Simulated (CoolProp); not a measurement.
Model: reference Helmholtz-energy equation of state, Jacobsen 1992, in CoolProp.

### Question
Give the vapour pressure (MPa), liquid density (kg/m³), surface tension (mN/m) of saturated R11 at 310.8, 324.7, 347.8 K.

### Answer
```csv
T (K),p (MPa),liquid density (kg/m³),surface tension (mN/m)
310.8,0.162,1450,16.2
324.7,0.247,1410,14.5
347.8,0.459,1350,11.7
```

Surface tension comes from a separate correlation (Mulero 2012).
